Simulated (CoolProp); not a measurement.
Vapour-liquid equilibrium of R143a (1) + propane (2) at 2.3 bar; x and y are mole fractions of (1).

Computed with CoolProp (multi-fluid Helmholtz-energy mixture model, Lemmon and Jacobsen 2000 and Lemmon 2009; pair parameters Bell 2016).

```tsv
x	bubble temperature (°C)	y at the bubble point	dew temperature at overall composition x (°C)	liquid density (mol/L)
0.05	-26.2	0.184	-22.9	12.71
0.2	-32.1	0.413	-26.6	12.79
0.35	-33.8	0.495	-30.5	12.82
0.5	-34.4	0.546	-33.9	12.87
0.65	-34.3	0.601	-33.9	12.97
0.8	-33.4	0.693	-31.7	13.10
0.95	-30.3	0.887	-29.2	13.22
```

y crosses x between x = 0.5 and 0.65: the model has an azeotrope there.

The pair parameters rest on a limited set of measurements; away from them the model extrapolates.
